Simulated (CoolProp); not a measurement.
Vapour-liquid equilibrium of propylene (1) + R22 (2) at 2.9 bar; x and y are mole fractions of (1).

The numbers come from the multi-fluid Helmholtz-energy mixture model, Lemmon 2013 and Kamei 1995; pair parameters Bell 2016 in CoolProp.

**Question.** Give the bubble temperature and the first vapour's composition at x = 0.35, 0.5, 0.65. Is there an azeotrope?

**Answer.** x = 0.35: 253.0 K, y = 0.422; x = 0.5: 252.0 K, y = 0.551; x = 0.65: 251.5 K, y = 0.673. y crosses x between x = 0.8 and 0.95: the model has an azeotrope there.

Pair parameters are fitted to limited data, so mixtures are less certain than the pure fluids.
